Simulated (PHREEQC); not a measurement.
Brine (model solution)

Dissolve 6 mol/kgw NaCl and 0.17 mol/kgw H3BO3 at 22 °C. Closed to the air; pH follows from the charge balance.

Computed with PHREEQC (Pitzer model, pitzer.dat).

No solid was allowed to form.

**Question.** Predict the pH.

**Answer.** pH 3.74.

In brines, pH and single-ion activities rest on the MacInnes convention.
